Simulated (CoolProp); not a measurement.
Saturation properties of isobutane (Tc = 407.8 K, pc = 36.29 bar, ω = 0.184).

Computed with CoolProp (reference Helmholtz-energy equation of state, Bücker 2006).

```
T (K)  p (bar)  vapour Z  liquid conductivity (mW/(m K))
-----  -------  --------  ------------------------------
305.1    4.274    0.8863                               ?
309.6    4.834    0.8761                            85.2
314.1    5.446    0.8654                            83.7
318.6    6.114    0.8541                               ?
323.1    6.841         ?                            80.7
327.7    7.647    0.8293                            79.3
332.2    8.502         ?                               ?
336.7    9.426    0.8022                            76.5
341.2        ?    0.7876                            75.2
345.7    11.49    0.7721                            73.9
350.2    12.64    0.7558                            72.6
354.7    13.87    0.7386                            71.4
359.2    15.19    0.7204                            70.1
363.8    16.63    0.7007                            68.9
```

### Question
Complete the blanks.

### Answer

- 305.1, liquid conductivity (mW/(m K)): 86.8
- 318.6, liquid conductivity (mW/(m K)): 82.2
- 323.1, vapour Z: 0.8422
- 332.2, vapour Z: 0.8161
- 332.2, liquid conductivity (mW/(m K)): 77.9
- 341.2, p (bar): 10.42

It boils at 261.4 K under 1 atm.

Thermal conductivity comes from a separate model (Perkins 2002).
